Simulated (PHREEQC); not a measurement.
## Acid mine or pickling water (model solution)

Model water analysis in mg/kgw, 40 °C, pH 2.72, pe 9:

```tsv
constituent	mg/kgw
Na	16.8
K	3.31
Ca	86.4
Mg	1.26
Cl	24.9
S(6) as SO4	399
Li	0.0247
```

Valence states are taken as typed.

Model: ion-association model, phreeqc.dat, run in PHREEQC.

Each row changes one thing in this solution. No solid was allowed to form.

```
case                                             ionic strength (mol/kgw)  SO4-2 (mol/kgw)  Ca+2 (mol/kgw)  HSO4- (mol/kgw)  Mg+2 (mol/kgw)  SI of Gypsum (CaSO4:2H2O)  SI of Halite (NaCl)
-----------------------------------------------  ------------------------  ---------------  --------------  ---------------  --------------  -------------------------  -------------------
as made                                                            0.0118          0.00310         0.00171         0.000583         3.61e-5                      -1.06                -7.97
S(6) from 399 to 798 mg/kgw                                        0.0184       (withheld)         0.00149          0.00114         2.94e-5                      -0.88                -8.00
all concentrations times 2 at the same typed pH                    0.0215          0.00600      (withheld)          0.00103         6.24e-5                      -0.62                -7.40
Mg from 1.26 to 2.52 mg/kgw                                        0.0119          0.00309         0.00172       (withheld)      (withheld)                      -1.06                -7.97
```

Q: What belongs in the gaps?

A: 
- S(6) from 399 to 798 mg/kgw, SO4-2 (mol/kgw): 0.00646
- all concentrations times 2 at the same typed pH, Ca+2 (mol/kgw): 0.00311
- Mg from 1.26 to 2.52 mg/kgw, HSO4- (mol/kgw): 0.000581
- Mg from 1.26 to 2.52 mg/kgw, Mg+2 (mol/kgw): 7.23e-5

Species that the database lacks are ignored. Constants without temperature data keep their 25 °C values here.
